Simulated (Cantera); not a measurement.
A Cantera script and its output.

```python
import numpy as np
import cantera as ct

gas = ct.Solution("gri30.yaml")
gas.TPX = 1225, 86000, {'CH2O': 0.014, 'O2': 0.0086, 'N2': 1}
inlet = ct.Reservoir(gas, clone=True)

reactor = ct.IdealGasConstPressureReactor(gas, energy="off", clone=False)
exhaust = ct.Reservoir(gas, clone=True)
tau = [2.4, 0.85, 0.3, 0.11, 0.037, 0.013, 0.0046, 0.0016, 0.00057, 0.0002][0]
for a, b in ((inlet, reactor), (reactor, exhaust)):
    ct.MassFlowController(a, b, mdot=lambda t: reactor.mass / tau)
net = ct.ReactorNet([reactor])
show = ['CH2O', 'O2', 'NO', 'C2H', 'H2O', 'CO']

rows = []
print(f"{'tau/s':>10s}{'T/K':>9s}" + "".join(f"{s:>11s}" for s in show))
for tau in [2.4, 0.85, 0.3, 0.11, 0.037, 0.013, 0.0046, 0.0016, 0.00057, 0.0002]:
    net.initial_time = 0.0
    net.advance(30 * tau)
    before = gas.X
    net.advance(40 * tau)
    drift = np.max(np.abs(gas.X - before) / (gas.X + 1e-9))
    rows.append([gas.T, *gas[show].X, drift])
    print(f"{tau:10.3e}{gas.T:9.1f}" + "".join(f"{x:11.3e}" for x in gas[show].X))
```

It prints:

```
     tau/s      T/K       CH2O         O2         NO        C2H        H2O         CO
 2.400e+00   1225.0  3.099e-07  1.177e-05  1.182e-07  4.638e-17  9.049e-03  5.963e-03
 8.500e-01   1225.0  5.492e-07  2.107e-05  1.727e-07  1.535e-16  9.098e-03  6.032e-03
 3.000e-01   1225.0  1.005e-06  3.920e-05  2.396e-07  4.245e-16  9.184e-03  6.158e-03
 1.100e-01   1225.0  1.877e-06  7.504e-05  3.159e-07  8.806e-16  9.323e-03  6.376e-03
 3.700e-02   1225.0  3.978e-06  1.656e-04  4.022e-07  1.441e-15  9.553e-03  6.804e-03
 1.300e-02   1225.0  9.166e-06  3.989e-04  4.330e-07  1.781e-15  9.805e-03  7.552e-03
 4.600e-03   1225.0  2.573e-05  1.068e-03  2.938e-07  1.680e-15  9.795e-03  8.918e-03
 1.600e-03   1225.0  5.076e-03  6.379e-03  2.180e-12  1.532e-20  3.317e-03  8.326e-03
 5.700e-04   1225.0  8.958e-03  7.174e-03  3.381e-13  4.487e-21  1.703e-03  4.635e-03
 2.000e-04   1225.0  1.312e-02  8.210e-03  4.646e-15  3.566e-24  1.464e-04  5.626e-04
```

Computed with Cantera and GRI-Mech 3.0 (53 species, 325 reactions).
